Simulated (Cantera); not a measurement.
A Cantera script and what it prints.

```python
import numpy as np
import cantera as ct

gas_names = [...]  # 123 gases of nasa_gas.yaml made of C, H, O, Si
cond_names = """
    C(gr) C6H6(L) C7H8(L) C8H18(L),n-octa H2O(s) H2O(L) Si(cr) Si(L) SiC(b) SiO2(Lqz) SiO2(hqz) SiO2(L)
""".split()


# ... load() reads the species with a 1 bar reference pressure and builds the phases ...
atoms = {
    'HMDSO': {'Si': 2, 'C': 6, 'H': 18, 'O': 1},
    'CO2': {'C': 1, 'O': 2},
}
top_T = {'C(gr)': 4500, 'SiC(b)': 3050}  # K; cautious upper limits of use, not melting points


# ... equilibrate(T, P, feed) seeds the gas with the atoms and calls Mixture.equilibrate('TP', solver="vcs", rtol=1e-11, max_steps=5000) ...
results = []
feed = {'HMDSO': 1, 'CO2': 3.6}  # mol
P = 19000  # Pa
for T in [550, 650, 750, 850, 950, 1050, 1150, 1250, 1350]:
    mix = equilibrate(T, P, feed)
    results.append((T, P, feed, dict(zip(mix.species_names, mix.species_moles))))

top = {s: max(r[3][s] / sum(r[3][g] for g in gas_names) for r in results) for s in gas_names}
cols = sorted((s for s in top if top[s] > 0.0001), key=lambda s: -top[s])[:6]
seen = [c for c in cond_names if any(r[3].get(c, 0) > 1e-12 for r in results)]
print("log10 of partial pressures in bar; condensed amounts in mol")
print(f"{'T/K':>10s}" + "".join(f"{s[:9]:>10s}" for s in cols + seen))
for T, P, feed, n in results:
    ng = sum(n[g] for g in gas_names)
    print(f"{T:10.4g}" + "".join(f"{np.log10(max(n[s] / ng * P / 1e5, 1e-99)):10.3f}" for s in cols)
          + "".join(f"{n.get(c, 0):10.4g}" for c in seen))
```

Output:

```
log10 of partial pressures in bar; condensed amounts in mol
       T/K        H2       H2O       CH4        CO       CO2     C(gr) SiO2(Lqz) SiO2(hqz)
       550    -1.884    -1.035    -1.140    -4.524    -1.914     6.557         2         0
       650    -1.341    -1.133    -1.267    -3.199    -1.798     6.804         2         0
       750    -1.038    -1.322    -1.572    -2.242    -1.738      7.23         2         0
       850    -0.920    -1.667    -2.046    -1.596    -1.859     6.885         0         2
       950    -0.896    -2.226    -2.568    -1.300    -2.375     5.885         0         2
      1050    -0.892    -2.865    -3.025    -1.232    -3.134     5.479         0         2
      1150    -0.889    -3.439    -3.409    -1.221    -3.846     5.408         0         2
      1250    -0.888    -3.930    -3.736    -1.219    -4.455     5.398         0         2
      1350    -0.888    -4.349    -4.015    -1.219    -4.973     5.397         0         2
```

Method: chemical equilibrium by Gibbs-energy minimisation in Cantera with the NASA 1993 tables (ideal gas, pure condensed phases). The feed counts by its element totals alone. The tables hold silica as quartz up to 1696 K and as liquid above; real silica turns to tridymite and cristobalite and melts near 1996 K.
